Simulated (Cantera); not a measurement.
Charge: 1 mol SiH₂Cl₂, 0.26 mol NH₃, 26 mol H₂, equilibrated at 1475 °C and 1330 Pa.

Method: chemical equilibrium by Gibbs-energy minimisation in Cantera with the NASA 1993 tables (ideal gas, pure condensed phases). Candidate condensed phases: NH₄Cl, Si, Si₃N₄; 28 gas species. The tables' values for SiCl, SiCl₃ are old estimates; treat these amounts as uncertain. Gases not in the tables: Si₂H₆ and higher silanes. Kinetics and transport are ignored.

Base state: H₂ 0.933, HCl 0.0511, SiCl₂ 0.00933, N₂ 0.00455, H 0.00191, Si 0.000109, Cl 8.09e-5, SiCl 7.94e-5 (mole fractions); condensed: Si(l).

What changes in the equilibrium state with this change: SiH₂Cl₂ replaced by trisilylamine?


```csv
species,before,after
H₂,0.933,0.978
N₂,0.00455,0.0200
H,0.00191,0.00196
HCl,0.0511,0
Si,0.000109,0.000109
SiCl₂,0.00933,0
Cl,8.09e-5,0
SiCl,7.94e-5,0
SiCl₃,3.64e-5,0
SiH₂,1.92e-5,2.01e-5
"Si(l), mol",0.726,3.00
```
The feed counts by its element totals alone.
